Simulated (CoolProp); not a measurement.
A simple Rankine cycle with hydrogen sulfide: condensing at 312.15 K, boiler at 7.54 MPa, turbine inlet 402.8 K, turbine efficiency 0.75, pump efficiency 0.6, no recuperator. Each further row changes one setting.

Values from CoolProp's reference Helmholtz-energy equation of state, Lemmon 2006. It is a short technical equation, of lower accuracy than the large ones.

| case | thermal efficiency (%) | net work (kJ/kg) | heat in (kJ/kg) | turbine exit temperature (K) | volume ratio over the turbine |
|---|---|---|---|---|---|
| as stated | 8.6 | 37.2 | 432 | 319.2 | 2.30 |
| turbine inlet 422.8 K | 9.2 | 43.1 | 466 | 338.5 | (withheld) |
| condensing temperature 304.15 K | 9.9 | (withheld) | (withheld) | (withheld) | 2.70 |
| boiler pressure 5.28 MPa | 6.5 | 30.4 | 470 | 350.6 | 1.70 |
| turbine efficiency 0.65 | 7.1 | 30.8 | 432 | 323.4 | (withheld) |

Fill in the missing entries.


- turbine inlet 422.8 K, volume ratio over the turbine: 2.29
- condensing temperature 304.15 K, net work (kJ/kg): 44.4
- condensing temperature 304.15 K, heat in (kJ/kg): 450
- condensing temperature 304.15 K, turbine exit temperature (K): 306.3
- turbine efficiency 0.65, volume ratio over the turbine: 2.37
